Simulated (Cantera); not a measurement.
Input: 1 mol Fe₃O₄, 1.5 mol H₂, 0.18 mol H₂O, held at 1673 K and 0.0100 bar.

Method: chemical equilibrium by Gibbs-energy minimisation in Cantera with the NASA 1993 tables (ideal gas, pure condensed phases). Candidate condensed phases: Fe, FeO, Fe(OH)₂, Fe(OH)₃, Fe₂O₃, Fe₃O₄, H₂O; 12 gas species. The tables' stoichiometric FeO is somewhat more stable than real wüstite, so its field is too wide. FeO: taken at fixed stoichiometry. Rates play no part.

Base state: H₂O 0.702, H₂ 0.297, H 0.000621, Fe 8.03e-5, OH 7.06e-5, Fe(OH)₂ 4.67e-5 (mole fractions); condensed: FeO(l).

### Question
What changes in the equilibrium state with this change: temperature from 1673 K to 1873.15 K?

### Answer
```tsv
species	before	after
H₂O	0.702	0.701
H₂	0.297	0.294
H	0.000621	0.00350
Fe	8.03e-5	0.00153
FeO	1.47e-6	5.24e-5
OH	7.06e-5	0.000649
Fe(OH)₂	4.67e-5	0.000150
FeO(l), mol	3.00	3.00
```
